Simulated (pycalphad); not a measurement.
Effect of Cu content in Si-Cu

All values are pycalphad results on the COST 507 light-alloy database (1999) (1 atm), not direct measurements. These are 1990s assessments: newer ones move some temperatures and phases. Phase fractions are per mole of atoms.

| alloy | liquidus (°C) | first solid | solidus (°C) | phases at 452 °C |
|---|---|---|---|---|
| Si-9.8Cu (at.%) | 1360 | diamond (Si) | 801 | diamond (Si) 0.87, CU19SI6_ETA 0.13 |
| Si-14.7Cu (at.%) | 1328 | diamond (Si) | 801 | diamond (Si) 0.81, CU19SI6_ETA 0.19 |
| Si-19.6Cu (at.%) | 1295 | diamond (Si) | 801 | diamond (Si) 0.74, CU19SI6_ETA 0.26 |
| Si-39.2Cu (at.%) | 1154 | diamond (Si) | 801 | CU19SI6_ETA 0.52, diamond (Si) 0.48 |
| Si-58.8Cu (at.%) | [?] | diamond (Si) | 801 | [?] |

Question: What belongs in the gaps?

Answer: 
- Si-58.8Cu (at.%), liquidus (°C): 977
- Si-58.8Cu (at.%), phases at 452 °C: CU19SI6_ETA 0.77, diamond (Si) 0.23

Database names, with the compositions (at.%) that they take in these runs: CU19SI6_ETA: Cu 76 Si 24.
